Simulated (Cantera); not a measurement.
A freely propagating, adiabatic, planar premixed flame of H2 : O2 : N2 = 1 : 0.667 : 2.51 (molar parts), unburnt at 650 K and 1.50 bar; mixture-averaged transport, grid criteria slope 0.08 and curve 0.16, no radiation.

Detailed kinetics in Cantera: the H2/O2 subset of GRI-Mech 3.0, which has no nitrogen chemistry. Burning velocities carry a grid error of a few per cent, more on coarse grids.

Question: Predict: laminar burning velocity; thermal thickness; peak x(H2O2); peak x(O); peak x(HO2).

Answer: 
| Property | Value |
|---|---|
| laminar burning velocity | 680 cm/s |
| thermal thickness | 0.274 mm |
| peak x(H2O2) | 1.93e-5 |
| peak x(O) | 0.0140 |
| peak x(HO2) | 0.000367 |
